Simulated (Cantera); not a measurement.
Input (Python, Cantera):

```python
import numpy as np
import cantera as ct

gas = ct.Solution("gri30.yaml")
gas.TPX = 975, 500000, {'CH4': 1, 'H2': 0.091, 'O2': 2.59, 'N2': 8.29, 'CO2': 2.5}
reactor = ct.IdealGasConstPressureReactor(gas, energy="on", clone=False)
net = ct.ReactorNet([reactor])
net.rtol, net.atol = 1e-08, 1e-16
show = ['CH4', 'H2', 'O2', 'C2H6', 'CO', 'H']
times = np.geomspace(7e-06, 2, 13)

steps = ct.SolutionArray(gas, extra=["t"])
rows = []
print(f"{'t/s':>10s}{'T/K':>9s}{'P/Pa':>11s}" + "".join(f"{s:>11s}" for s in show))
for t in times:
    while net.time < t:
        t_next = net.step()
        steps.append(gas.state, t=t_next)
    rows.append([np.interp(t, steps.t, y) for y in (steps.T, steps.P, *steps(*show).X.T)])
    print(f"{t:10.3e}{rows[-1][0]:9.1f}{rows[-1][1]:11.4g}" + "".join(f"{x:11.3e}" for x in rows[-1][2:]))
rate = np.gradient(steps.T, steps.t)
print("integrator steps:", len(steps.t))
if steps.T.max() > steps.T[0] + 200:
    print(f"time of steepest temperature rise: {steps.t[rate.argmax()]:.4e} s")
gas.TPX = 975, 500000, {'CH4': 1, 'H2': 0.091, 'O2': 2.59, 'N2': 8.29, 'CO2': 2.5}
gas.equilibrate("HP")
print(f"equilibrium (HP): T = {gas.T:.1f} K  " + "  ".join(f"{s} {gas[s].X[0]:.3e}" for s in show))
```

Output:

```
       t/s      T/K       P/Pa        CH4         H2         O2       C2H6         CO          H
 7.000e-06    975.0      5e+05  6.910e-02  6.288e-03  1.790e-01  1.939e-17  7.505e-15  4.636e-13
 1.994e-05    975.0      5e+05  6.910e-02  6.288e-03  1.790e-01  4.388e-16  2.563e-14  6.114e-13
 5.681e-05    975.0      5e+05  6.910e-02  6.288e-03  1.790e-01  9.636e-15  1.042e-13  1.011e-12
 1.618e-04    975.0      5e+05  6.910e-02  6.288e-03  1.790e-01  1.897e-13  5.295e-13  1.995e-12
 4.610e-04    975.0      5e+05  6.910e-02  6.288e-03  1.790e-01  2.930e-12  3.097e-12  3.964e-12
 1.313e-03    975.0      5e+05  6.910e-02  6.288e-03  1.790e-01  3.234e-11  1.912e-11  7.299e-12
 3.742e-03    975.0      5e+05  6.910e-02  6.288e-03  1.790e-01  4.654e-10  1.675e-10  2.025e-11
 1.066e-02    975.0      5e+05  6.910e-02  6.286e-03  1.790e-01  4.759e-08  8.060e-09  2.240e-10
 3.037e-02    977.2      5e+05  6.885e-02  6.208e-03  1.787e-01  1.886e-05  1.726e-05  4.805e-09
 8.651e-02   2260.4      5e+05  1.027e-18  5.373e-04  3.852e-02  6.091e-35  4.897e-03  8.203e-05
 2.464e-01   2254.8      5e+05  1.004e-18  5.312e-04  3.689e-02  5.728e-35  4.825e-03  7.912e-05
 7.021e-01   2254.4      5e+05  1.003e-18  5.308e-04  3.679e-02  5.705e-35  4.820e-03  7.894e-05
 2.000e+00   2254.4      5e+05  1.003e-18  5.308e-04  3.679e-02  5.705e-35  4.820e-03  7.894e-05
integrator steps: 2468
time of steepest temperature rise: 6.0656e-02 s
equilibrium (HP): T = 2254.4 K  CH4 1.404e-18  H2 5.308e-04  O2 3.679e-02  C2H6 8.690e-35  CO 4.820e-03  H 7.894e-05
```

Model: GRI-Mech 3.0 (53 species, 325 reactions), integrated in Cantera. Below about 1000 K GRI-Mech 3.0 lacks low-temperature oxidation paths.
